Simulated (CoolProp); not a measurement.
Vapour-liquid equilibrium of C2F6 (R116) (1) + propylene (2) at 0.478 MPa; x and y are mole fractions of (1).

Values from CoolProp's multi-fluid Helmholtz-energy mixture model, Lemmon 2006 and Lemmon 2013; pair parameters Bell 2016.

**Question.** Give the bubble temperature and the first vapour's composition at x = 0.05, 0.35, 0.85. Is there an azeotrope?

**Answer.** x = 0.05: 250.1 K, y = 0.424; x = 0.35: 231.0 K, y = 0.749; x = 0.85: 229.1 K, y = 0.856. y crosses x between x = 0.85 and 0.95: the model has an azeotrope there.

The pair parameters rest on a limited set of measurements; away from them the model extrapolates. With so large a gap from Raoult's law the liquid may split in two, which this calculation doesn't test in full.
